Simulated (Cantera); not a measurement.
Standard-state values (1 bar) from the NASA 1993 polynomials, evaluated with Cantera. Values are per mole of reaction as written; species without (g) are pure solids or liquids, kept so even where they would boil at 1 bar.

O₂(g) + 2 Sr(OH)₂ ⇌ 4 OH(g) + 2 SrO, with ΔH° = 911.2 kJ and ΔS° = 446.9 J/K at 300 K.

Q: How far is the shortcut ΔG° ≈ ΔH°(300 K) − T·ΔS°(300 K) from the full temperature-dependent value at 2500, 2550, 2600, 2650, 2700, 2750, 2800, 2850, 2900, 2950, 3000 K?

A: 
```json
[
 {"T (K)": "2500", "shortcut (kJ)": "-206.2", "full (kJ)": "42.4", "difference (kJ)": "-248.5", "difference in log10 K": "5.19", "condensed phases": "Sr(OH)₂(l), SrO(s)"},
 {"T (K)": "2550", "shortcut (kJ)": "-228.5", "full (kJ)": "29.5", "difference (kJ)": "-258.0", "difference in log10 K": "5.28", "condensed phases": "Sr(OH)₂(l), SrO(s)"},
 {"T (K)": "2600", "shortcut (kJ)": "-250.9", "full (kJ)": "16.7", "difference (kJ)": "-267.5", "difference in log10 K": "5.37", "condensed phases": "Sr(OH)₂(l), SrO(s)"},
 {"T (K)": "2650", "shortcut (kJ)": "-273.2", "full (kJ)": "3.9", "difference (kJ)": "-277.1", "difference in log10 K": "5.46", "condensed phases": "Sr(OH)₂(l), SrO(s)"},
 {"T (K)": "2700", "shortcut (kJ)": "-295.6", "full (kJ)": "-8.8", "difference (kJ)": "-286.8", "difference in log10 K": "5.55", "condensed phases": "Sr(OH)₂(l), SrO(s)"},
 {"T (K)": "2750", "shortcut (kJ)": "-317.9", "full (kJ)": "-21.4", "difference (kJ)": "-296.5", "difference in log10 K": "5.63", "condensed phases": "Sr(OH)₂(l), SrO(s)"},
 {"T (K)": "2800", "shortcut (kJ)": "-340.2", "full (kJ)": "-33.9", "difference (kJ)": "-306.3", "difference in log10 K": "5.71", "condensed phases": "Sr(OH)₂(l), SrO(s)"},
 {"T (K)": "2850", "shortcut (kJ)": "-362.6", "full (kJ)": "-46.4", "difference (kJ)": "-316.2", "difference in log10 K": "5.80", "condensed phases": "Sr(OH)₂(l), SrO(s)"},
 {"T (K)": "2900", "shortcut (kJ)": "-384.9", "full (kJ)": "-58.8", "difference (kJ)": "-326.2", "difference in log10 K": "5.87", "condensed phases": "Sr(OH)₂(l), SrO(s)"},
 {"T (K)": "2950", "shortcut (kJ)": "-407.3", "full (kJ)": "-71.8", "difference (kJ)": "-335.5", "difference in log10 K": "5.94", "condensed phases": "Sr(OH)₂(l), SrO(l)"},
 {"T (K)": "3000", "shortcut (kJ)": "-429.6", "full (kJ)": "-86.6", "difference (kJ)": "-343.0", "difference in log10 K": "5.97", "condensed phases": "Sr(OH)₂(l), SrO(l)"}
]
```
The shortcut ignores heat capacities and the phase changes listed.
